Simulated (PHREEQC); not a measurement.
A PHREEQC input (ion-association model, wateq4f.dat):

```
SOLUTION 1
  temp 44
  units mg/kgw
  pH 6.8
  pe 2.8
  Na 3.35
  K 6.31
  Ca 143
  Mg 25.7
  Cl 43.9
  S(6) 210 as SO4
  Alkalinity 252 as HCO3
  Zn 0.109
  F 0.172
  Mn(2) 7.3
END
USE solution 1
EQUILIBRIUM_PHASES 1
  Fluorite 0 0
  Quartz 0 0.5
  CO2(g) 2.5 10
END
```

The run finishes without an error or a warning.

Its last state differs from that of the intended input:

```json
[
 {"quantity": "pH", "as run": "3.14", "intended": "7.96"},
 {"quantity": "ionic strength (mol/kgw)", "as run": "0.0147", "intended": "0.0135"},
 {"quantity": "HCO3- (mol/kgw)", "as run": "0.00486", "intended": "0.00360"},
 {"quantity": "CaHCO3+ (mol/kgw)", "as run": "0.000140", "intended": "0.000103"},
 {"quantity": "CaCO3 (mol/kgw)", "as run": "1.89e-9", "intended": "9.14e-5"},
 {"quantity": "Mn+2 (mol/kgw)", "as run": "9.40e-5", "intended": "5.82e-5"},
 {"quantity": "SI of Magnesite (MgCO3)", "as run": "-4.41", "intended": "+0.28"}
]
```

### Question
One thing in the input isn't as intended. What explains the difference?

### Answer
Several could match; the one computed here: The fault: the CO2 pressure typed with the wrong sign of its logarithm. The line should read `CO2(g) -2.5` where the input has `CO2(g) 2.5`.
